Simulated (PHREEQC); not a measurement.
A PHREEQC input (ion-association model, wateq4f.dat):

```
SOLUTION 1
  temp 12
  units mgL
  pH 6.92
  pe -0
  Na 15.7
  K 7.29
  Ca 11
  Mg 9.51
  Cl 32.5
  S(6) 12.3 as SO4
  Alkalinity 63.8 as HCO3
  Br 2.01
  Si 3.65 as SiO2
END
USE solution 1
EQUILIBRIUM_PHASES 1
  Gypsum 0 0
  CO2(g) -2.5 10
END
```

It stops with these messages:

```
ERROR: Calculations terminating due to input errors.
```

The fault: a unit that the program doesn't know. The line should read `units mg/L` where the input has `units mgL`. With the mend the run ends at pH 7.23 and ionic strength 0.00297 mol/kgw.
